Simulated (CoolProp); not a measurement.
Properties of R227EA at several states (Tc = 101.8 °C, pc = 2925 kPa, ω = 0.358).

Model: reference Helmholtz-energy equation of state, Lemmon 2016, in CoolProp.

```
T (°C)  p (kPa)   phase  Joule-Thomson coefficient (K/MPa)  conductivity (mW/(m K))  fugacity coefficient
------  -------  ------  ---------------------------------  -----------------------  --------------------
-65.75       29  liquid                                [?]                      [?]                   [?]
197.45     1290     gas                                [?]                      [?]                   [?]
-19.95     21.7     gas                                [?]                      [?]                0.9895
```

Problem. Some entries are withheld; supply them.

Solution. 
- -65.75, Joule-Thomson coefficient (K/MPa): -0.3719
- -65.75, conductivity (mW/(m K)): 81.8
- -65.75, fugacity coefficient: 0.2183
- 197.45, Joule-Thomson coefficient (K/MPa): 4.682
- 197.45, conductivity (mW/(m K)): 27.9
- 197.45, fugacity coefficient: 0.9364
- -19.95, Joule-Thomson coefficient (K/MPa): 32.26
- -19.95, conductivity (mW/(m K)): 10.2

Thermal conductivity comes from a separate model (Huber 2003), an estimate that may be off by 10 % or more.
